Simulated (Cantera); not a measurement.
Charge: 1 mol Si2H6, 0.23 mol O2, 6 mol N2, equilibrated at 25.0 Pa.

Method: chemical equilibrium by Gibbs-energy minimisation in Cantera with the NASA 1993 tables (ideal gas, pure condensed phases). Candidate condensed phases: H2O, Si, SiO2, Si2N2O, Si3N4; 35 gas species. The feed counts by its element totals alone. N2 is the only nitrogen source here; it is nearly inert below about 1500 K, so the nitride shown seldom forms there in practice. Mutual solubility and eutectic melting of coexisting phases are not modelled. The numbers say what is thermodynamically allowed, not how fast it happens.

Over these rows the condensed part is Si2N2O(s) + Si3N4(s). Partial pressures as log10 of bar:

| T (K) | 1000/T (1/K) | log p Si | log p N2 | log p H2 |
|---|---|---|---|---|
| 1300 | 0.7692 | -12.02 | -3.81 | -4.02 |
| 1350 | 0.7407 | -10.99 | -3.81 | -4.02 |
| 1400 | 0.7143 | -10.04 | -3.81 | -4.02 |
| 1450 | 0.6897 | -9.15 | -3.81 | -4.02 |
| 1500 | 0.6667 | -8.32 | -3.81 | -4.02 |
| 1550 | 0.6452 | ? | -3.82 | -4.03 |

Q: Fit log p(Si) = a + b·(1000/T) to the five rows, give the apparent enthalpy, and predict the row at 1550 K.

A: Means: 1000/T = 0.7161, log p = -10.104. Sxy = -0.236966, Sxx = 0.0065653, so b = -36.09 and a = -10.104 − (-36.09)×0.7161 = 15.74.
Apparent enthalpy: −19.145 × (-36.09) = 691 kJ/mol. With the condensed phases at unit activity, 1/3 Si3N4(s) = Si(g) + 2/3 N2(g) links this pressure to the main gases: over the six rows their terms move log p by +0.01 in all, so the slope is close to that reaction's ΔH°. The five rows lie within 0.01 of the line.
Prediction at 1550 K: 15.74 + (-36.09)×0.6452 = -7.55. The computed value is -7.54, 0.01 from the line.
